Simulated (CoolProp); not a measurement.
Vapour-liquid equilibrium of R245fa (1) + isopentane (2) at 1.26 bar; x and y are mole fractions of (1).

Model: multi-fluid Helmholtz-energy mixture model, Akasaka 2015 and Lemmon 2006; pair parameters Bell 2016, in CoolProp.

```json
[
 {"x": "0.05", "bubble temperature, mixture model (K)": "300.7", "bubble temperature, Raoult's law (K)": "306.5", "y, mixture model": "0.232", "y, Raoult's law": "0.079"},
 {"x": "0.15", "bubble temperature, mixture model (K)": "[?]", "bubble temperature, Raoult's law (K)": "304.7", "y, mixture model": "0.464", "y, Raoult's law": "0.224"},
 {"x": "0.25", "bubble temperature, mixture model (K)": "[?]", "bubble temperature, Raoult's law (K)": "303.1", "y, mixture model": "0.566", "y, Raoult's law": "0.352"},
 {"x": "0.35", "bubble temperature, mixture model (K)": "287.4", "bubble temperature, Raoult's law (K)": "301.5", "y, mixture model": "[?]", "y, Raoult's law": "0.467"},
 {"x": "0.45", "bubble temperature, mixture model (K)": "[?]", "bubble temperature, Raoult's law (K)": "300.1", "y, mixture model": "0.640", "y, Raoult's law": "0.571"},
 {"x": "0.55", "bubble temperature, mixture model (K)": "286.5", "bubble temperature, Raoult's law (K)": "298.8", "y, mixture model": "0.651", "y, Raoult's law": "0.664"},
 {"x": "0.65", "bubble temperature, mixture model (K)": "286.5", "bubble temperature, Raoult's law (K)": "297.6", "y, mixture model": "0.657", "y, Raoult's law": "0.750"},
 {"x": "0.75", "bubble temperature, mixture model (K)": "286.5", "bubble temperature, Raoult's law (K)": "296.4", "y, mixture model": "[?]", "y, Raoult's law": "0.829"},
 {"x": "0.85", "bubble temperature, mixture model (K)": "[?]", "bubble temperature, Raoult's law (K)": "295.3", "y, mixture model": "0.701", "y, Raoult's law": "0.901"},
 {"x": "0.95", "bubble temperature, mixture model (K)": "[?]", "bubble temperature, Raoult's law (K)": "294.3", "y, mixture model": "0.827", "y, Raoult's law": "0.968"}
]
```

Task: Fill in the missing entries.

Result: 
- 0.15, bubble temperature, mixture model (K): 292.9
- 0.25, bubble temperature, mixture model (K): 289.1
- 0.35, y, mixture model: 0.616
- 0.45, bubble temperature, mixture model (K): 286.7
- 0.75, y, mixture model: 0.667
- 0.85, bubble temperature, mixture model (K): 287.1
- 0.95, bubble temperature, mixture model (K): 289.8

The largest gap from Raoult's law is -14.1 K in bubble temperature, at x = 0.35. y crosses x between x = 0.65 and 0.75: the model has an azeotrope there.

The pair parameters rest on a limited set of measurements; away from them the model extrapolates. With so large a gap from Raoult's law the liquid may split in two, which this calculation doesn't test in full.
